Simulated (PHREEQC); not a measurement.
Solution (37 °C): 0.049 mol/kgw HBr and 0.0083 mol/kgw ZnSO4. Closed to the air; pH follows from the charge balance.

Model: ion-association model, phreeqc.dat, run in PHREEQC.

| quantity | before | after |
|---|---|---|
| pH | 1.44 | 2.21 |
| ionic strength (mol/kgw) | 0.0685 | 0.0868 |
| Zn+2 (mol/kgw) | 0.00753 | 0.00723 |
| HSO4- (mol/kgw) | 0.00535 | 0.00144 |
| SO4-2 (mol/kgw) | 0.00221 | 0.00373 |
| ZnSO4 (mol/kgw) | 0.000721 | 0.00100 |

Name the change that produced these shifts.
(A) HBr from 0.049 to 0.245 mol/kgw
(B) 0.02 mol/kgw Ca(OH)2 added
(C) diluted 100-fold with water
(D) HBr from 0.049 to 0.0441 mol/kgw
(E) 0.0031 mol/kgw FeCl2 added

B, 0.02 mol/kgw Ca(OH)2 added

This is a speciation only: nothing precipitates in the calculation. Constants without temperature data keep their 25 °C values here.
